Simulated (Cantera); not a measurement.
A perfectly stirred reactor is fed with H₂ : O₂ : N₂ : H₂O = 1 : 1.02 : 3.84 : 0.038 (molar parts), equivalence ratio 0.49, at 500000 Pa; it is adiabatic with a 775 K inlet, and is followed from long to short residence time, starting on the burning branch (τ in s: 0.039, 0.018, 0.0082, 0.0038, 0.0017, 0.00079, 0.00036, 0.00017, 7.7e-05, 3.5e-05, 1.6e-05, 7.5e-06, 3.4e-06).

Cantera simulation using the H2/O2 subset of GRI-Mech 3.0, which has no nitrogen chemistry; the numbers are that mechanism's predictions, not measurements. The hydrogen kinetics of GRI-Mech 3.0 are dated; newer H2 mechanisms differ, most at raised pressure.

x: mole fraction; the columns are a selection and need not sum to one.

| τ (s) | T (K) | x H₂ | x O₂ | x H₂O | x O | x HO₂ | x OH | x H |
|---|---|---|---|---|---|---|---|---|
| 0.039 | 2012 | 0.000118 | 0.0958 | 0.191 | 0.000120 | 3.67e-6 | 0.00178 | 9.92e-6 |
| 0.018 | 2011 | 0.000149 | 0.0958 | 0.191 | 0.000139 | 3.96e-6 | 0.00191 | 1.28e-5 |
| 0.0082 | 2009 | 0.000211 | 0.0957 | 0.191 | 0.000178 | ? | 0.00215 | 1.94e-5 |
| 0.0038 | 2006 | 0.000321 | 0.0956 | 0.191 | 0.000251 | ? | 0.00254 | 3.35e-5 |
| 0.0017 | 2001 | 0.000522 | 0.0955 | 0.190 | 0.000392 | ? | 0.00313 | 6.64e-5 |
| 0.00079 | 1994 | 0.000846 | 0.0953 | 0.189 | 0.000625 | ? | 0.00390 | 0.000135 |
| 0.00036 | 1982 | 0.00140 | 0.0951 | 0.188 | 0.00103 | ? | 0.00489 | 0.000285 |
| 0.00017 | 1965 | 0.00225 | 0.0949 | 0.186 | 0.00164 | ? | 0.00602 | 0.000584 |
| 7.7e-5 | 1937 | 0.00369 | 0.0947 | 0.183 | 0.00265 | ? | 0.00735 | 0.00122 |
| 3.5e-5 | 1896 | 0.00598 | 0.0948 | 0.179 | 0.00412 | ? | 0.00864 | 0.00247 |
| 1.6e-5 | 1834 | 0.00958 | 0.0955 | 0.173 | 0.00601 | ? | 0.00962 | 0.00470 |
| 7.5e-6 | 1749 | 0.0154 | 0.0976 | 0.164 | 0.00786 | ? | 0.00988 | 0.00810 |
| 3.4e-6 | 1618 | 0.0284 | 0.104 | 0.147 | 0.00848 | ? | 0.00881 | 0.0124 |

Task: What belongs in the gaps?

Result: 
- 0.0082, x HO₂: 4.56e-6
- 0.0038, x HO₂: 5.75e-6
- 0.0017, x HO₂: 8.11e-6
- 0.00079, x HO₂: 1.21e-5
- 0.00036, x HO₂: 1.90e-5
- 0.00017, x HO₂: 2.96e-5
- 7.7e-5, x HO₂: 4.71e-5
- 3.5e-5, x HO₂: 7.33e-5
- 1.6e-5, x HO₂: 0.000110
- 7.5e-6, x HO₂: 0.000158
- 3.4e-6, x HO₂: 0.000228
